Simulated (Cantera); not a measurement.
Cantera run, input and output.

```python
import numpy as np
import cantera as ct

gas = ct.Solution("gri30.yaml")
gas.TPX = 1150, 390, {'C2H4': 1, 'H2': 1.5}
reactor = ct.IdealGasConstPressureReactor(gas, energy="off", clone=False)
net = ct.ReactorNet([reactor])
net.rtol, net.atol = 1e-08, 1e-18
show = ['C2H4', 'H2', 'H', 'C2H2', 'CH2']
times = np.geomspace(2e-06, 80, 9)

steps = ct.SolutionArray(gas, extra=["t"])
rows = []
print(f"{'t/s':>10s}{'T/K':>9s}{'P/Pa':>11s}" + "".join(f"{s:>11s}" for s in show))
for t in times:
    while net.time < t:
        t_next = net.step()
        steps.append(gas.state, t=t_next)
    rows.append([np.interp(t, steps.t, y) for y in (steps.T, steps.P, *steps(*show).X.T)])
    print(f"{t:10.3e}{rows[-1][0]:9.1f}{rows[-1][1]:11.4g}" + "".join(f"{x:11.3e}" for x in rows[-1][2:]))
rate = np.gradient(steps.T, steps.t)
print("integrator steps:", len(steps.t))
if steps.T.max() > steps.T[0] + 200:
    print(f"time of steepest temperature rise: {steps.t[rate.argmax()]:.4e} s")
gas.TPX = 1150, 390, {'C2H4': 1, 'H2': 1.5}
gas.equilibrate("TP")
print(f"equilibrium (TP): T = {gas.T:.1f} K  " + "  ".join(f"{s} {gas[s].X[0]:.3e}" for s in show))
```

Result:

```
       t/s      T/K       P/Pa       C2H4         H2          H       C2H2        CH2
 2.000e-06   1150.0        390  4.000e-01  6.000e-01  2.468e-14  2.079e-10  8.991e-24
 1.784e-05   1150.0        390  4.000e-01  6.000e-01  2.129e-13  1.854e-09  8.234e-22
 1.591e-04   1150.0        390  4.000e-01  6.000e-01  1.549e-12  1.654e-08  5.704e-20
 1.418e-03   1150.0        390  4.000e-01  6.000e-01  1.215e-11  1.475e-07  2.860e-18
 1.265e-02   1150.0        390  4.000e-01  6.000e-01  1.250e-10  1.316e-06  7.279e-17
 1.128e-01   1150.0        390  4.000e-01  6.000e-01  1.141e-09  1.179e-05  7.443e-16
 1.006e+00   1150.0        390  3.998e-01  6.000e-01  1.082e-08  1.094e-04  7.135e-15
 8.971e+00   1150.0        390  3.967e-01  6.009e-01  5.512e-07  2.322e-03  3.617e-13
 8.000e+01   1150.0        390  2.762e-01  6.346e-01  1.773e-06  8.813e-02  8.395e-13
integrator steps: 437
equilibrium (TP): T = 1150.0 K  C2H4 1.648e-02  H2 6.214e-01  H 9.480e-07  C2H2 2.499e-01  CH2 2.190e-12
```

Computed with Cantera and GRI-Mech 3.0 (53 species, 325 reactions). GRI-Mech 3.0 was tuned for natural gas; its chemistry of ethylene as a main component is partial and can be far from experiment. GRI-Mech 3.0 stops at C3 and has no aromatics, soot or wall deposition, so with more carbon than oxygen in the feed, carbon stays in small species such as C2H2 where larger ones or solid carbon would form. Radical loss at walls, strong at low pressure, is not modelled.
